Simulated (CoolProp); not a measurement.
Vapour pressure (kPa) of sulfur dioxide: the reference equation beside estimates from Tc = 157.5 °C, pc = 7887 kPa, ω = 0.256. Clausius-Clapeyron is anchored at -13.25 °C with a constant enthalpy of vaporisation of 25.14 kJ/mol.

Computed with CoolProp (reference Helmholtz-energy equation of state, Gao 2016).

```csv
T (°C),reference,Lee-Kesler,Clausius-Clapeyron,van der Waals,Redlich-Kwong,Peng-Robinson
-13.25,87.50,85.98,87.50,708.6,171.7,88.48
-2.65,139.3,137.7,138.0,888.1,257.2,140.1
7.95,213.0,211.6,210.4,1096,371.3,213.2
18.55,314.3,313.4,311.0,1334,519.3,313.7
29.15,449.6,449.7,447.3,1604,706.2,447.7
39.65,623.7,625.2,625.8,1904,935.0,620.5
50.25,847.3,850.3,859.0,2242,1215,842.7
60.85,1127,1131,1156,2616,1549,1121
71.45,1470,1475,1527,3027,1943,1464
82.05,1886,1891,1984,3477,2401,1880
92.65,2383,2388,2539,3967,2927,2380
```

Absolute difference from the reference over all 11 rows, mean and median: Lee-Kesler 0.5 and 0.3 %, Clausius-Clapeyron 2.1 and 1.2 %, van der Waals 272.9 and 205.3 %, Redlich-Kwong 53.7 and 49.9 %, Peng-Robinson 0.4 and 0.4 %.
